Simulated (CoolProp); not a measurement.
The numbers come from the reference Helmholtz-energy equation of state, de Reuck 1993 in CoolProp.

Problem. For methanol, give the phase and the density (kg/m³), cp (kJ/(kg K)), cv (kJ/(kg K)) at -85.15 °C and 1.11 MPa.

Solution. 
- -85.15 °C and 1.11 MPa: liquid; density 893, cp 2.21, cv 1.77
